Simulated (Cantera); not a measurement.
## Hydrocarbon pyrolysis for carbon deposition

An isothermal, constant-pressure homogeneous reactor starts with 43.3 % CH4, 56.3 % H2, 0.338 % N2, at 1775 K and 100.0 Torr.

Detailed kinetics in Cantera: GRI-Mech 3.0 (53 species, 325 reactions). GRI-Mech 3.0 stops at C3 and has no aromatics, soot or wall deposition, so with more carbon than oxygen in the feed, carbon stays in small species such as C2H2 where larger ones or solid carbon would form.

```csv
t (s),x CH4,x H2,x C2H,x C2H2,x C2H6
3.00e-6,0.433,0.563,<1e-12,<1e-12,1.51e-10
1.39e-5,0.433,0.563,<1e-12,1.32e-11,1.87e-8
6.46e-5,0.433,0.563,<1e-12,1.16e-8,1.76e-6
0.000300,0.430,0.564,1.97e-11,1.04e-5,8.86e-5
0.00139,0.397,0.583,2.05e-8,0.00430,0.000550
0.00646,0.262,0.672,2.68e-7,0.0534,0.000266
0.0300,0.0989,0.780,6.48e-7,0.115,4.50e-5
0.139,0.0222,0.831,9.25e-7,0.143,2.78e-6
0.646,0.00488,0.843,1.01e-6,0.149,1.73e-7
3.00,0.00280,0.844,1.02e-6,0.150,7.79e-8
```
x: mole fraction; the columns are a selection and need not sum to one.

Equilibrium at this temperature and pressure: CH4 0.00277, H2 0.844, C2H 1.01e-6, C2H2 0.148, C2H6 7.65e-8 (gas phase only).
